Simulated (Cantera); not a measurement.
A closed system holds: 1 mol SiHCl3, 78 mol N2, 1.2 mol H2, held at 1373.15 K.

Method: chemical equilibrium by Gibbs-energy minimisation in Cantera with the NASA 1993 tables (ideal gas, pure condensed phases). Candidate condensed phases: NH4Cl, Si, Si3N4; 28 gas species. N2 is the only nitrogen source here; it is nearly inert below about 1500 K, so the nitride shown seldom forms there in practice. The tables' values for SiCl3 are old estimates; treat these amounts as uncertain. Kinetics and transport are ignored.

log p: log10 of the partial pressure in bar; n: condensed amount in mol.

```
P (Pa)  log p N2  log p HCl  log p H2  log p SiCl2  log p SiCl4  log p SiCl3  log p Cl  n Si3N4(s)
------  --------  ---------  --------  -----------  -----------  -----------  --------  ----------
5          -4.32      -6.08     -6.20        -6.30       -10.03        -8.49     -8.54      0.0594
21         -3.70      -5.35     -5.66        -5.79        -8.60        -7.53     -8.08       0.122
85         -3.09      -4.67     -5.15        -5.34        -7.29        -6.65     -7.65       0.180
350          [?]        [?]       [?]          [?]          [?]        -5.85       [?]         [?]
1400       -1.87      -3.37     -4.08        -4.64        -5.08        -5.19     -6.89       0.261
5900       -1.25      -2.74     -3.46        -4.41        -4.20        -4.64     -6.57       0.277
24000        [?]        [?]       [?]          [?]          [?]        -4.18       [?]       0.280
100000     -0.02      -1.54     -2.19        -4.09        -2.74        -3.75     -6.00       0.277
```

Q: What belongs in the gaps?

A: 
- 24000, log p N2: -0.64
- 24000, log p HCl: -2.14
- 24000, log p H2: -2.84
- 24000, log p SiCl2: -4.24
- 24000, log p SiCl4: -3.45
- 24000, log p Cl: -6.28
- 350, log p N2: -2.47
- 350, log p HCl: -4.00
- 350, log p H2: -4.62
- 350, log p SiCl2: -4.94
- 350, log p SiCl4: -6.09
- 350, log p Cl: -7.25
- 350, n Si3N4(s): 0.229
